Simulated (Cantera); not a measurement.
What does this Cantera script print?

```python
import numpy as np
import cantera as ct

gas = ct.Solution("gri30.yaml")
gas.TPX = 323, 380000, {'CH4': 1, 'O2': 2.08, 'N2': 11.9}
inlet = ct.Reservoir(gas, clone=True)
gas.equilibrate("HP")  # start burning
reactor = ct.IdealGasConstPressureReactor(gas, energy="on", clone=False)
exhaust = ct.Reservoir(gas, clone=True)
tau = [0.063, 0.026, 0.011, 0.0044, 0.0018, 0.00076, 0.00031, 0.00013, 5.3e-05][0]
for a, b in ((inlet, reactor), (reactor, exhaust)):
    ct.MassFlowController(a, b, mdot=lambda t: reactor.mass / tau)
net = ct.ReactorNet([reactor])
show = ['CH4', 'O2', 'HO2', 'H', 'HCN', 'NO', 'C2H4']

rows = []
print(f"{'tau/s':>10s}{'T/K':>9s}" + "".join(f"{s:>11s}" for s in show))
for tau in [0.063, 0.026, 0.011, 0.0044, 0.0018, 0.00076, 0.00031, 0.00013, 5.3e-05]:
    net.initial_time = 0.0
    net.advance(30 * tau)
    before = gas.X
    net.advance(40 * tau)
    drift = np.max(np.abs(gas.X - before) / (gas.X + 1e-9))
    rows.append([gas.T, *gas[show].X, drift])
    print(f"{tau:10.3e}{gas.T:9.1f}" + "".join(f"{x:11.3e}" for x in gas[show].X))
```

Output:

```
     tau/s      T/K        CH4         O2        HO2          H        HCN         NO       C2H4
 6.300e-02   1822.1  1.102e-05  5.957e-03  9.533e-07  3.492e-05  1.553e-07  4.899e-05  1.009e-08
 2.600e-02   1814.4  1.976e-05  6.389e-03  1.621e-06  6.898e-05  2.697e-07  5.226e-05  2.591e-08
 1.100e-02   1803.3  3.527e-05  7.030e-03  2.693e-06  1.309e-04  4.586e-07  5.541e-05  6.152e-08
 4.400e-03   1786.1  6.691e-05  8.053e-03  4.547e-06  2.492e-04  7.847e-07  5.686e-05  1.499e-07
 1.800e-03   1761.6  1.304e-04  9.551e-03  7.486e-06  4.400e-04  1.259e-06  5.382e-05  3.670e-07
 7.600e-04   1726.7  2.715e-04  1.183e-02  1.231e-05  6.920e-04  1.867e-06  4.409e-05  1.013e-06
 3.100e-04    323.0  6.676e-02  1.389e-01 -6.212e-22 -5.001e-34 -2.791e-22 -1.669e-21 -2.997e-20
 1.300e-04    323.0  6.676e-02  1.389e-01 -2.537e-23  9.373e-37 -1.140e-23 -6.817e-23 -1.224e-21
 5.300e-05    323.0  6.676e-02  1.389e-01 -1.603e-24  3.734e-37 -7.202e-25 -4.306e-24 -7.733e-23
```

Detailed kinetics in Cantera: GRI-Mech 3.0 (53 species, 325 reactions).
